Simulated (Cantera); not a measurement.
## Equilibrium for silicon epitaxy and polysilicon growth: SiCl₄ + Cl₂ + H₂

Charge: 1 mol SiCl₄, 0.0039 mol Cl₂, a varied amount of H₂, at 5.30 mbar.

Equilibrium computed with Cantera from the NASA thermochemical tables; the gas is ideal and each condensed phase is pure. Candidate condensed phases: Si; 19 gas species. The tables' values for SiCl₃ are old estimates. Rates play no part.

Stable condensed phases:

```
T in K \ n(H₂) in mol
          12  16  20  27  35  46  60  78 100
   1323    A   A   A   A   A   A   A   A   A
   1273    A   A   A   A   A   A   A   A   A
   1223    A   A   A   A   A   A   A   A   A
   1173    A   A   A   A   A   A   A   A   A
   1123    A   A   A   A   A   A   A   A   A
   1073    A   A   A   A   A   A   A   A   A
   1023    A   A   A   A   A   A   A   A   A
    973    A   A   A   A   A   A   A   A   A
    923    A   A   A   A   A   A   A   A   A
    873    B   B   A   A   A   A   A   A   A
    823    B   B   B   B   B   B   A   A   A
```

A: Si; B: gas only.
